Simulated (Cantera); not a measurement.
A Cantera script and its output.

```python
import numpy as np
import cantera as ct

gas = ct.Solution("h2o2.yaml")
gas.TPX = 1123, 33000, {'H2': 1.8, 'O2': 1, 'N2': 16}
inlet = ct.Reservoir(gas, clone=True)

reactor = ct.IdealGasConstPressureReactor(gas, energy="off", clone=False)
exhaust = ct.Reservoir(gas, clone=True)
tau = [8.7, 3.7, 1.6, 0.7, 0.3, 0.13, 0.057, 0.024, 0.011, 0.0046, 0.002][0]
for a, b in ((inlet, reactor), (reactor, exhaust)):
    ct.MassFlowController(a, b, mdot=lambda t: reactor.mass / tau)
net = ct.ReactorNet([reactor])
show = ['H2', 'O2', 'HO2', 'H2O', 'O', 'H', 'OH']

rows = []
print(f"{'tau/s':>10s}{'T/K':>9s}" + "".join(f"{s:>11s}" for s in show))
for tau in [8.7, 3.7, 1.6, 0.7, 0.3, 0.13, 0.057, 0.024, 0.011, 0.0046, 0.002]:
    net.initial_time = 0.0
    net.advance(30 * tau)
    before = gas.X
    net.advance(40 * tau)
    drift = np.max(np.abs(gas.X - before) / (gas.X + 1e-9))
    rows.append([gas.T, *gas[show].X, drift])
    print(f"{tau:10.3e}{gas.T:9.1f}" + "".join(f"{x:11.3e}" for x in gas[show].X))
```

Output:

```
     tau/s      T/K         H2         O2        HO2        H2O          O          H         OH
 8.700e+00   1123.0  1.166e-04  5.629e-03  8.045e-07  1.004e-01  6.833e-06  8.359e-06  5.225e-05
 3.700e+00   1123.0  2.034e-04  5.668e-03  1.064e-06  1.003e-01  1.237e-05  1.943e-05  6.988e-05
 1.600e+00   1123.0  3.482e-04  5.735e-03  1.312e-06  1.001e-01  2.198e-05  4.410e-05  9.292e-05
 7.000e-01   1123.0  5.861e-04  5.850e-03  1.532e-06  9.982e-02  3.841e-05  9.774e-05  1.228e-04
 3.000e-01   1123.0  9.849e-04  6.053e-03  1.736e-06  9.931e-02  6.731e-05  2.167e-04  1.631e-04
 1.300e-01   1123.0  1.611e-03  6.387e-03  1.936e-06  9.848e-02  1.156e-04  4.621e-04  2.148e-04
 5.700e-02   1123.0  2.552e-03  6.916e-03  2.161e-06  9.718e-02  1.943e-04  9.388e-04  2.807e-04
 2.400e-02   1123.0  4.011e-03  7.782e-03  2.464e-06  9.505e-02  3.291e-04  1.878e-03  3.694e-04
 1.100e-02   1123.0  5.870e-03  8.944e-03  2.829e-06  9.220e-02  5.199e-04  3.338e-03  4.701e-04
 4.600e-03   1123.0  8.753e-03  1.082e-02  3.372e-06  8.757e-02  8.439e-04  5.962e-03  6.094e-04
 2.000e-03   1123.0  1.259e-02  1.338e-02  4.050e-06  8.129e-02  1.291e-03  9.693e-03  7.701e-04
```

Computed with Cantera and the H2/O2 subset of GRI-Mech 3.0, which has no nitrogen chemistry. The temperature is held fixed by assumption; the heat of reaction is taken as removed at once.
